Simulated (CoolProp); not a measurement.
Methane along the isotherm 195.7 K: fugacity coefficient from the reference equation and from simpler models built on Tc = 190.6 K, pc = 4.599 MPa, ω = 0.011; each cubic takes its own stable root.

Values from CoolProp's reference Helmholtz-energy equation of state, Setzmann 1991.

```
p (MPa)          phase  reference  van der Waals  Redlich-Kwong  Soave-Redlich-Kwong  Peng-Robinson
-------  -------------  ---------  -------------  -------------  -------------------  -------------
4.18               gas     0.7267         0.7468         0.7241               0.7242         0.7016
8.36     supercritical     0.4669         0.4985         0.4740               0.4741         0.4504
12.5     supercritical     0.3610         0.4029         0.3710               0.3711         0.3472
16.7     supercritical     0.3098         0.3603         0.3207               0.3208         0.2959
20.9     supercritical     0.2820         0.3410         0.2934               0.2934         0.2670
25.1     supercritical     0.2663         0.3343         0.2780               0.2780         0.2497
29.3     supercritical     0.2579         0.3357         0.2698               0.2698         0.2393
33.4     supercritical     0.2543         0.3428         0.2664               0.2664         0.2335
37.6     supercritical     0.2541         0.3547         0.2663               0.2664         0.2307
41.8     supercritical     0.2566         0.3707         0.2690               0.2690         0.2303
46       supercritical     0.2612         0.3906         0.2738               0.2739         0.2318
```
